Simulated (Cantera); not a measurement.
A Cantera script and what it prints.

```python
import numpy as np
import cantera as ct

gas_names = """
    AL ALC ALH ALN ALO ALOH ALO2 ALO2H AL2 AL2O AL2O2 C CH CH2 CH3 CH2OH CH3O CH4 CH3OH CN CO CO2 COOH
    C2 C2H CHCO,ketyl C2H2,acetylene C2H2,vinylidene CH2CO,ketene C2H3,vinyl CH3CN CH3CO,acetyl C2H4
    C2H4O,ethylen CH3CHO,ethanal CH3COOH (HCOOH)2 C2H5 C2H6 CH3OCH3 C2H5OH CCN CNC C2N2 C2O C3
    C3H3,propargyl C3H4,allene C3H4,propyne C3H4,cyclo- C3H5,allyl C3H6,propylene C3H6,cyclo- C3H6O
    C3H7,n-propyl C3H7,i-propyl C3H8 C3H8O,1propanol C3H8O,2propanol C3O2 C4 C4H2 C4H4,1,3-cyclo-
    C4H6,butadiene C4H6,2-butyne C4H6,cyclo- C4H8,1-butene C4H8,cis2-buten C4H8,tr2-butene
    C4H8,isobutene C4H8,cyclo- (CH3COOH)2 C4H9,n-butyl C4H9,i-butyl C4H9,s-butyl C4H9,t-butyl
    C4H10,isobutane C4H10,n-butane C4N2 C5 C5H6,1,3cyclo- C5H8,cyclo- C5H10,1-pentene C5H10,cyclo-
    C5H11,pentyl C5H11,t-pentyl C5H12,n-pentane C5H12,i-pentane CH3C(CH3)2CH3 C6H2 C6H5,phenyl
    C6H5O,phenoxy C6H6 C6H5OH,phenol C6H10,cyclo- C6H12,1-hexene C6H12,cyclo- C6H13,n-hexyl C7H7,benzyl
    C7H8 C7H8O,cresol C7H14,1-heptene C7H15,n-heptyl C7H16,n-heptane C8H8,styrene C8H10,ethylbenz
    C8H16,1-octene C8H17,n-octyl C8H18,isooctane C8H18,n-octane C9H19,n-nonyl C10H8,naphthale
    C10H21,n-decyl C12H9,o-bipheny C12H10,bipheny H HALO HCN HCO HCCN HNC HNCO HNO HNO2 HNO3 HO2 H2
    HCHO,formaldehy HCOOH H2O H2O2 N NCO NH NH2 NH3 NH2OH NO NO2 NO3 N2 N2H2 N2H4 N2O O OH O2 O3
""".split()
cond_names = """
    AL(cr) AL(L) ALN(s) AL2O3(a) AL2O3(L) C(gr) C6H6(L) C7H8(L) C8H18(L),n-octa H2O(s) H2O(L)
""".split()


def load(file, names, dense=False):
    # The tables refer to 1 bar. Condensed volumes are neglected.
    table = {s.name: s for s in ct.Species.list_from_file(file)}
    out = []
    for n in names:
        d = dict(table[n].input_data)
        d["thermo"] = dict(d["thermo"], **{"reference-pressure": 1e5})
        if dense:
            d["equation-of-state"] = {"model": "constant-volume", "density": "1e6 g/cm^3"}
        out.append(ct.Species.from_dict(d))
    return out


gas = ct.Solution(thermo="ideal-gas", species=load("nasa_gas.yaml", gas_names))
cond = {s.name: ct.Solution(thermo="fixed-stoichiometry", species=[s], name=s.name)
        for s in load("nasa_condensed.yaml", cond_names, dense=True)}
atoms = {
    'Al(CH3)3': {'AL': 1, 'C': 3, 'H': 9},
    'N2O': {'N': 2, 'O': 1},
    'N2': {'N': 2},
}
top_T = {'ALN(s)': 2750, 'C(gr)': 4500}  # K; cautious upper limits of use, not melting points


def equilibrate(T, P, feed):
    n = {}
    for name, mol in feed.items():
        for a, k in atoms[name].items():
            n[a] = n.get(a, 0.0) + k * mol
    gas.TPX = T, P, n
    mass = sum(n.values()) * gas.mean_molecular_weight
    gas.equilibrate("TP")
    valid = [c for c in cond.values() if c.min_temp <= T <= top_T.get(c.name, c.max_temp)]
    mix = ct.Mixture([(gas, mass / gas.mean_molecular_weight)] + [(c, 0.0) for c in valid])
    mix.T, mix.P = T, P
    mix.equilibrate("TP", solver="vcs", rtol=1e-11, max_steps=5000)
    return mix


results = []
feed = {'Al(CH3)3': 1, 'N2O': 19, 'N2': 160}  # mol
T = 2100  # K
for P in [10, 28, 77, 220, 600, 1700, 4600, 13000, 36000, 100000]:
    mix = equilibrate(T, P, feed)
    results.append((T, P, feed, dict(zip(mix.species_names, mix.species_moles))))
    x = sorted(zip(gas.X, gas.species_names), reverse=True)
    print(f"T = {T:g} K  P = {P:g} Pa  gas = {mix.phase_moles(0):.4g} mol")
    print("   x: " + "  ".join(f"{s} {v:.3e}" for v, s in x if v > 1e-05))
    print("   condensed (mol): " + ("  ".join(f"{mix.phase(i).name} {mix.phase_moles(i):.4g}"
          for i in range(1, mix.n_phases) if mix.phase_moles(i) > 1e-12) or "none"))
```

Result:

```
T = 2100 K  P = 10 Pa  gas = 196.1 mol
   x: N2 9.111e-01  H 1.841e-02  O 1.839e-02  O2 1.750e-02  CO 1.054e-02  H2O 7.794e-03  OH 4.893e-03  CO2 4.760e-03  H2 3.492e-03  NO 3.089e-03  ALO 1.030e-05
   condensed (mol): AL2O3(a) 0.4978
T = 2100 K  P = 28 Pa  gas = 194 mol
   x: N2 9.210e-01  O2 1.826e-02  H2O 1.229e-02  O 1.123e-02  H 1.057e-02  CO 8.726e-03  CO2 6.736e-03  OH 4.799e-03  H2 3.221e-03  NO 3.172e-03
   condensed (mol): AL2O3(a) 0.4989
T = 2100 K  P = 77 Pa  gas = 192.6 mol
   x: N2 9.279e-01  O2 1.823e-02  H2O 1.591e-02  CO2 8.744e-03  CO 6.835e-03  O 6.764e-03  H 5.634e-03  OH 4.239e-03  NO 3.182e-03  H2 2.517e-03
   condensed (mol): AL2O3(a) 0.4994
T = 2100 K  P = 220 Pa  gas = 191.6 mol
   x: N2 9.327e-01  H2O 1.858e-02  O2 1.789e-02  CO2 1.068e-02  CO 4.983e-03  O 3.965e-03  OH 3.508e-03  NO 3.161e-03  H 2.783e-03  H2 1.756e-03
   condensed (mol): AL2O3(a) 0.4997
T = 2100 K  P = 600 Pa  gas = 191 mol
   x: N2 9.356e-01  H2O 2.028e-02  O2 1.753e-02  CO2 1.222e-02  CO 3.489e-03  NO 3.134e-03  OH 2.837e-03  O 2.377e-03  H 1.377e-03  H2 1.172e-03
   condensed (mol): AL2O3(a) 0.4998
T = 2100 K  P = 1700 Pa  gas = 190.6 mol
   x: N2 9.375e-01  H2O 2.142e-02  O2 1.723e-02  CO2 1.344e-02  NO 3.109e-03  CO 2.300e-03  OH 2.237e-03  O 1.400e-03  H2 7.418e-04  H 6.508e-04
   condensed (mol): AL2O3(a) 0.4999
T = 2100 K  P = 4600 Pa  gas = 190.4 mol
   x: N2 9.386e-01  H2O 2.212e-02  O2 1.703e-02  CO2 1.426e-02  NO 3.093e-03  OH 1.768e-03  CO 1.493e-03  O 8.460e-04  H2 4.685e-04  H 3.144e-04
   condensed (mol): AL2O3(a) 0.4999
T = 2100 K  P = 13000 Pa  gas = 190.2 mol
   x: N2 9.393e-01  H2O 2.261e-02  O2 1.690e-02  CO2 1.484e-02  NO 3.083e-03  OH 1.376e-03  CO 9.272e-04  O 5.013e-04  H2 2.858e-04  H 1.461e-04
   condensed (mol): AL2O3(a) 0.5
T = 2100 K  P = 36000 Pa  gas = 190.2 mol
   x: N2 9.398e-01  H2O 2.292e-02  O2 1.684e-02  CO2 1.520e-02  NO 3.078e-03  OH 1.073e-03  CO 5.719e-04  O 3.007e-04  H2 1.745e-04  H 6.859e-05
   condensed (mol): AL2O3(a) 0.5
T = 2100 K  P = 100000 Pa  gas = 190.1 mol
   x: N2 9.400e-01  H2O 2.313e-02  O2 1.681e-02  CO2 1.543e-02  NO 3.075e-03  OH 8.344e-04  CO 3.486e-04  O 1.803e-04  H2 1.057e-04  H 3.204e-05
   condensed (mol): AL2O3(a) 0.5
```

These are equilibrium values from Cantera (NASA tables, ideal gas, pure condensed phases), not measurements of a reactor. The feed counts by its element totals alone. Gases not in the tables: Al(OH)3.
